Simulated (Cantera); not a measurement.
What does this Cantera script print?

```python
import numpy as np
import cantera as ct

gas_names = [...]  # 87 gases of nasa_gas.yaml made of C, H, Si
cond_names = """
    C(gr) C6H6(L) C7H8(L) C8H18(L),n-octa Si(cr) Si(L) SiC(b)
""".split()


# ... load() reads the species with a 1 bar reference pressure and builds the phases ...
atoms = {
    'SiH4': {'Si': 1, 'H': 4},
    'C3H8': {'C': 3, 'H': 8},
    'H2': {'H': 2},
}
top_T = {'C(gr)': 4500, 'SiC(b)': 3050}  # K; cautious upper limits of use, not melting points


# ... equilibrate(T, P, feed) seeds the gas with the atoms and calls Mixture.equilibrate('TP', solver="vcs", rtol=1e-11, max_steps=5000) ...
results = []
feed = {'SiH4': 1, 'C3H8': 0.022, 'H2': 30}  # mol
T = 2248.15  # K
P = 100000  # Pa
mix = equilibrate(T, P, feed)
results.append((T, P, feed, dict(zip(mix.species_names, mix.species_moles))))
x = sorted(zip(gas.X, gas.species_names), reverse=True)
print(f"T = {T:g} K  P = {P:g} Pa  gas = {mix.phase_moles(0):.4g} mol")
print("   x: " + "  ".join(f"{s} {v:.3e}" for v, s in x if v > 0.0001))
print("   condensed (mol): " + ("  ".join(f"{mix.phase(i).name} {mix.phase_moles(i):.4g}"
      for i in range(1, mix.n_phases) if mix.phase_moles(i) > 1e-12) or "none"))
```

Result:

```
T = 2248.15 K  P = 100000 Pa  gas = 32.23 mol
   x: H2 9.914e-01  H 7.321e-03  Si 5.822e-04  SiH2 3.685e-04  SiH 2.341e-04
   condensed (mol): Si(L) 0.898  SiC(b) 0.06032
```

These are equilibrium values from Cantera (NASA tables, ideal gas, pure condensed phases), not measurements of a reactor. Mutual solubility and eutectic melting of coexisting phases are not modelled. Gases not in the tables: Si2H6 and higher silanes.
